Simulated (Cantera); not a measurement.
**Thermodynamics of hydrogen reduction and annealing atmospheres, feed V2O3 + H2 + N2**

Charge: 1 mol V2O3, 0.8 mol H2, 50 mol N2, at 2.25 Torr.

Cantera equilibrium calculation (NASA polynomials, part measured and part estimated; ideal gas, pure solids and liquids). Candidate condensed phases: H2O, V, VN, VO, V2O3, V2O4, V2O5; 28 gas species. Mutual solubility and eutectic melting of coexisting phases are not modelled. VO: taken at fixed stoichiometry. Condensed phases not in the tables: the oxides between V2O3 and V2O5 other than VO2. The numbers say what is thermodynamically allowed, not how fast it happens.

| T (K) | x N2 | x VO2 | x H2 | x VO | x H | x V | x H2O | x OH | n VO(s) | n V2O3(s) | n VO(l) |
|---|---|---|---|---|---|---|---|---|---|---|---|
| 1848 | 0.983 | 0.000345 | 0.0149 | 5.01e-5 | 0.00118 | 5.54e-7 | 0.000261 | 1.52e-6 | 0.0416 | 0.969 | 0 |
| 1898 | 0.982 | 0.000835 | 0.0146 | 0.000122 | 0.00172 | 1.45e-6 | 0.000305 | 2.95e-6 | 0.0675 | 0.942 | 0 |
| 1948 | 0.981 | 0.00193 | 0.0141 | 0.000283 | 0.00245 | 3.61e-6 | 0.000350 | 5.49e-6 | 0.120 | 0.884 | 0 |
| 1998 | 0.978 | 0.00426 | 0.0135 | 0.000628 | 0.00341 | 8.56e-6 | 0.000394 | 9.86e-6 | 0.226 | 0.762 | 0 |
| 2048 | 0.972 | 0.00902 | 0.0128 | 0.00133 | 0.00462 | 1.94e-5 | 0.000433 | 1.71e-5 | 0.440 | 0.513 | 0 |
| 2098 | 0.960 | 0.0187 | 0.0118 | 0.00259 | 0.00610 | 3.74e-5 | 0.000495 | 3.04e-5 | 0 | 0 | 0.890 |
| 2148 | 0.957 | 0.0189 | 0.0110 | 0.00476 | 0.00798 | 0.000132 | 0.000293 | 2.74e-5 | 0 | 0 | 0.755 |
| 2198 | 0.951 | 0.0192 | 0.00996 | 0.00850 | 0.0101 | 0.000435 | 0.000173 | 2.45e-5 | 0 | 0 | 0.520 |
| 2248 | 0.943 | 0.0200 | 0.00871 | 0.0148 | 0.0125 | 0.00133 | 0.000103 | 2.22e-5 | 0 | 0 | 0.0845 |
x: gas mole fraction; n: condensed amount in mol.

From 1848 K to 2048 K the condensed part is VO(s) + V2O3(s). From 2098 K to 2248 K the condensed part is VO(l). The main V-bearing gas is VO2 throughout. The share of V in condensed phases is highest at 1848 K (99.0 %) and lowest at 2248 K (4.2 %).
